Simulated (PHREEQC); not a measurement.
Make-up at 20 °C: 0.0059 mol HF and 0.00042 mol (NH4)2SiF6 per kg of water. Closed to the air; pH follows from the charge balance.

The numbers come from PHREEQC with the ion-association model, phreeqc.dat.

Each row changes one thing in this solution. This is a speciation only: nothing precipitates in the calculation.

| case | pH | ionic strength (mol/kgw) | HF (mol/kgw) | HF2- (mol/kgw) |
|---|---|---|---|---|
| as made | 2.76 | 0.00309 | 0.00404 | 2.69e-5 |
| temperature from 20 to 80 °C | ? | 0.00189 | 0.00624 | 4.30e-5 |
| (NH4)2SiF6 replaced by HBF4 at the same molality | ? | 0.00209 | 0.00435 | 2.68e-5 |
| 0.0026 mol/kgw (CH3)4NCl added | 2.76 | 0.00572 | 0.00401 | 2.71e-5 |
| (NH4)2SiF6 from 0.00042 to 4.2e-05 mol/kgw | 2.76 | 0.00194 | 0.00406 | 2.67e-5 |

Task: Complete the blanks.

Result: 
- temperature from 20 to 80 °C, pH: 3.03
- (NH4)2SiF6 replaced by HBF4 at the same molality, pH: 2.70

(CH3)4N+ isn't in the database: it is added as a free cation with an ion size of 4 Å. Away from 25 °C the constants follow the database's enthalpies or fits; those with neither stay at their 25 °C values. SiF6-2 is the database's only silicon fluoride.
